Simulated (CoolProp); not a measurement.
A closed Brayton cycle with carbon dioxide: compressor inlet 308.15 K and 7.5 MPa, high pressure 13.8 MPa, turbine inlet 935 K, compressor efficiency 0.89, turbine efficiency 0.9, recuperator effectiveness 0.95 (on enthalpy, no pinch check). Each further row changes one setting.

Model: reference Helmholtz-energy equation of state, Span 1996, in CoolProp.

| case | thermal efficiency (%) | net work (kJ/kg) | compressor to turbine work | compressor exit (K) | turbine exit (K) |
|---|---|---|---|---|---|
| as stated | [?] | 72.9 | 0.22 | 350.6 | 855.3 |
| turbine inlet 885 K | 35.7 | [?] | 0.24 | 350.6 | 808.2 |
| compressor inlet 318.15 K | 37.7 | 67.1 | 0.29 | [?] | 855.3 |
| high pressure 11.7 MPa | [?] | 54.5 | 0.21 | 338.9 | 876.5 |
| recuperator effectiveness 0.5 | 15.7 | 72.9 | 0.22 | 350.6 | 855.3 |

Q: What belongs in the gaps?

A: 
- as stated, thermal efficiency (%): 36.9
- turbine inlet 885 K, net work (kJ/kg): 67.6
- compressor inlet 318.15 K, compressor exit (K): 367.7
- high pressure 11.7 MPa, thermal efficiency (%): 33.4
